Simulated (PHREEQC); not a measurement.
Alkaline etch or developer: speciation

Solution (25 °C): 12.2 mmol/kgw LiOH and 8e-05 mmol/kgw H4SiO4. Closed to the air; pH follows from the charge balance.

Computed with PHREEQC (ion-association model, phreeqc.dat).

This is a speciation only: nothing precipitates in the calculation.

Q: What pH, specific conductance does the model give?

A: pH 12.03; specific conductance 2670 µS/cm.

Q: In which forms is Si present?

A: H3SiO4- 90 %, H2SiO4-2 9.1 %, H4SiO4 0.5 % of the Si.
